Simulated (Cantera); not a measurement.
Input: 1 mol Ti(OiPr)₄, 0.46 mol C₃H₈, 91 mol H₂, held at 13.3 mbar.

Cantera equilibrium calculation (NASA polynomials, part measured and part estimated; ideal gas, pure solids and liquids). Candidate condensed phases: C, C₆H₆, C₇H₈, C₈H₁₈, H₂O, Ti, TiC, TiO, TiO₂, Ti₂O₃, Ti₃O₅, Ti₄O₇; 113 gas species. The feed counts by its element totals alone. Mutual solubility and eutectic melting of coexisting phases are not modelled. TiC: taken at fixed stoichiometry. Kinetics and transport are ignored.

x: gas mole fraction; n: condensed amount in mol.

```json
[
 {"T (K)": "1150", "x H₂": "0.966", "x CO": "0.0341", "x H": "6.35e-7", "x CH₄": "0.000291", "n C(graphite)": "8.71", "n TiC(s)": "0.867", "n Ti₃O₅(s)": "0.0444"},
 {"T (K)": "1200", "x H₂": "0.964", "x CO": "0.0361", "x H": "1.68e-6", "x CH₄": "0.000196", "n C(graphite)": "8.36", "n TiC(s)": "1.00", "n Ti₃O₅(s)": "0"},
 {"T (K)": "1250", "x H₂": "0.964", "x CO": "0.0361", "x H": "4.11e-6", "x CH₄": "0.000136", "n C(graphite)": "8.37", "n TiC(s)": "1.00", "n Ti₃O₅(s)": "0"},
 {"T (K)": "1300", "x H₂": "0.964", "x CO": "0.0361", "x H": "9.41e-6", "x CH₄": "9.74e-5", "n C(graphite)": "8.37", "n TiC(s)": "1.00", "n Ti₃O₅(s)": "0"},
 {"T (K)": "1350", "x H₂": "0.964", "x CO": "0.0361", "x H": "?", "x CH₄": "?", "n C(graphite)": "8.37", "n TiC(s)": "1.00", "n Ti₃O₅(s)": "0"},
 {"T (K)": "1400", "x H₂": "0.964", "x CO": "0.0361", "x H": "?", "x CH₄": "?", "n C(graphite)": "8.37", "n TiC(s)": "1.00", "n Ti₃O₅(s)": "0"},
 {"T (K)": "1450", "x H₂": "0.964", "x CO": "0.0361", "x H": "8.04e-5", "x CH₄": "4.09e-5", "n C(graphite)": "8.37", "n TiC(s)": "1.00", "n Ti₃O₅(s)": "0"},
 {"T (K)": "1500", "x H₂": "0.964", "x CO": "0.0361", "x H": "0.000150", "x CH₄": "3.18e-5", "n C(graphite)": "8.37", "n TiC(s)": "1.00", "n Ti₃O₅(s)": "0"},
 {"T (K)": "1550", "x H₂": "0.964", "x CO": "0.0361", "x H": "0.000268", "x CH₄": "2.52e-5", "n C(graphite)": "8.37", "n TiC(s)": "1.00", "n Ti₃O₅(s)": "0"},
 {"T (K)": "1600", "x H₂": "0.963", "x CO": "0.0361", "x H": "0.000462", "x CH₄": "2.02e-5", "n C(graphite)": "8.37", "n TiC(s)": "1.00", "n Ti₃O₅(s)": "0"},
 {"T (K)": "1650", "x H₂": "0.963", "x CO": "0.0361", "x H": "0.000772", "x CH₄": "1.64e-5", "n C(graphite)": "8.37", "n TiC(s)": "1.00", "n Ti₃O₅(s)": "0"},
 {"T (K)": "1700", "x H₂": "0.963", "x CO": "0.0361", "x H": "0.00125", "x CH₄": "1.35e-5", "n C(graphite)": "8.36", "n TiC(s)": "1.00", "n Ti₃O₅(s)": "0"},
 {"T (K)": "1750", "x H₂": "0.962", "x CO": "0.0361", "x H": "0.00198", "x CH₄": "1.13e-5", "n C(graphite)": "8.35", "n TiC(s)": "1.00", "n Ti₃O₅(s)": "0"},
 {"T (K)": "1800", "x H₂": "0.961", "x CO": "0.0360", "x H": "0.00304", "x CH₄": "9.47e-6", "n C(graphite)": "8.34", "n TiC(s)": "1.00", "n Ti₃O₅(s)": "0"}
]
```

**Question.** Some entries are withheld; supply them.

**Answer.** 
- 1400, x H: 4.14e-5
- 1400, x CH₄: 5.35e-5
- 1350, x H: 2.03e-5
- 1350, x CH₄: 7.14e-5
